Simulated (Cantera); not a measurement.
Feed: 1 mol SiHCl3, 0.019 mol HCl, a varied amount of N2, held at 1375 K and 14.0 mbar.

These are equilibrium values from Cantera (NASA tables, ideal gas, pure condensed phases), not measurements of a reactor. Candidate condensed phases: NH4Cl, Si, Si3N4; 28 gas species. N2 is the only nitrogen source here; it is nearly inert below about 1500 K, so the nitride shown seldom forms there in practice. Equilibrium is a limit: real reactors are often held back by kinetics, nucleation or transport.

**Question.** What share of the Si ends up in condensed phases as a function of n(N2) (mol), at 6.7, 15, 22, 30, 38, 46, 54, 62?

**Answer.** 
```json
[
 {"n(N2) (mol)": "6.7", "Si condensed (%)": "37.1", "as": "Si3N4(s)"},
 {"n(N2) (mol)": "15", "Si condensed (%)": "35.8", "as": "Si3N4(s)"},
 {"n(N2) (mol)": "22", "Si condensed (%)": "34.7", "as": "Si3N4(s)"},
 {"n(N2) (mol)": "30", "Si condensed (%)": "33.7", "as": "Si3N4(s)"},
 {"n(N2) (mol)": "38", "Si condensed (%)": "32.8", "as": "Si3N4(s)"},
 {"n(N2) (mol)": "46", "Si condensed (%)": "32.0", "as": "Si3N4(s)"},
 {"n(N2) (mol)": "54", "Si condensed (%)": "31.3", "as": "Si3N4(s)"},
 {"n(N2) (mol)": "62", "Si condensed (%)": "30.6", "as": "Si3N4(s)"}
]
```
